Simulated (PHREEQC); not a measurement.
0.19 g of hydrous ferric oxide (600 m²/g; 0.2 weak and 0.005 strong sites per Fe, Dzombak-Morel constants, diffuse double layer) in 1 kg of water with 0.005 mol/kgw of an inert sodium salt and 6.1e-06 mol/kgw MgCl2, at 25 °C; the pH is set by adding NaOH or the inert anion's acid. Oxygen alone is held at its pressure in air (log pO2 = -0.68). CO2 from the air is kept out. Nothing may precipitate in this run.

Equilibrium calculation in PHREEQC: ion-association model, wateq4f.dat.

```tsv
pH	Mg sorbed (%)	surface charge σ (C/m²)	surface potential ψ (mV)
4	0.0	0.183	194
4.5	0.0	?	?
5	0.0	?	158
5.5	0.0	?	137
6	0.0	0.038	114
6.5	0.1	0.023	89
7	0.5	0.013	62
7.5	4.8	0.006	34
8	32.0	?	7
8.5	81.1	-0.003	?
9	97.5	?	-48
9.5	99.7	-0.017	?
10	100.0	-0.030	-101
```

Some entries are withheld; supply them.


- 4.5, surface charge σ (C/m²): 0.132
- 4.5, surface potential ψ (mV): 177
- 5, surface charge σ (C/m²): 0.091
- 5.5, surface charge σ (C/m²): 0.060
- 8, surface charge σ (C/m²): 0.001
- 8.5, surface potential ψ (mV): -21
- 9, surface charge σ (C/m²): -0.009
- 9.5, surface potential ψ (mV): -75

Species that the database lacks are ignored.
